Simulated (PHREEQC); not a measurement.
A solution holds 0.025 mol/kgw H3BO3 and 0.0025 mol/kgw K2HPO4, at 25 °C. Closed to the air; pH follows from the charge balance.

All values are PHREEQC results (ion-association model, phreeqc.dat), not measurements.

No solid was allowed to form.

Q: Order these P species by the share of P that they hold, largest first: HPO4-2, KHPO4-, H2PO4-.

A: HPO4-2 (75 %), H2PO4- (24 %), KHPO4- (0.52 %)

The pH is 7.59 and the ionic strength 0.00687 mol/kgw.
